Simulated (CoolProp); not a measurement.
Vapour-liquid equilibrium of methanol (1) + isohexane (2) at 407.5 K; x and y are mole fractions of (1).

Computed with CoolProp (multi-fluid Helmholtz-energy mixture model, de Reuck 1993 and Lemmon 2006; pair parameters Bell 2016).

```json
[
 {"x": "0.05", "bubble pressure, mixture model (kPa)": "802.7", "bubble pressure, Raoult's law (kPa)": "679.0", "y, mixture model": "0.173", "y, Raoult's law": "0.069"},
 {"x": "0.15", "bubble pressure, mixture model (kPa)": "991.1", "bubble pressure, Raoult's law (kPa)": "706.8", "y, mixture model": "0.352", "y, Raoult's law": "0.200"},
 {"x": "0.25", "bubble pressure, mixture model (kPa)": "1104", "bubble pressure, Raoult's law (kPa)": "734.7", "y, mixture model": "0.445", "y, Raoult's law": "0.321"},
 {"x": "0.35", "bubble pressure, mixture model (kPa)": "1169", "bubble pressure, Raoult's law (kPa)": "762.5", "y, mixture model": "0.505", "y, Raoult's law": "0.433"},
 {"x": "0.45", "bubble pressure, mixture model (kPa)": "1205", "bubble pressure, Raoult's law (kPa)": "790.4", "y, mixture model": "0.548", "y, Raoult's law": "0.537"},
 {"x": "0.55", "bubble pressure, mixture model (kPa)": "1221", "bubble pressure, Raoult's law (kPa)": "818.2", "y, mixture model": "0.584", "y, Raoult's law": "0.634"},
 {"x": "0.65", "bubble pressure, mixture model (kPa)": "1221", "bubble pressure, Raoult's law (kPa)": "846.1", "y, mixture model": "0.622", "y, Raoult's law": "0.725"},
 {"x": "0.75", "bubble pressure, mixture model (kPa)": "1202", "bubble pressure, Raoult's law (kPa)": "874.0", "y, mixture model": "0.670", "y, Raoult's law": "0.810"},
 {"x": "0.85", "bubble pressure, mixture model (kPa)": "1149", "bubble pressure, Raoult's law (kPa)": "901.8", "y, mixture model": "0.746", "y, Raoult's law": "0.889"},
 {"x": "0.95", "bubble pressure, mixture model (kPa)": "1034", "bubble pressure, Raoult's law (kPa)": "929.7", "y, mixture model": "0.884", "y, Raoult's law": "0.964"}
]
```

The largest gap from Raoult's law is +53.3 % in bubble pressure, at x = 0.35. y crosses x between x = 0.55 and 0.65: the model has an azeotrope there.

The pair parameters rest on a limited set of measurements; away from them the model extrapolates. With so large a gap from Raoult's law the liquid may split in two, which this calculation doesn't test in full.
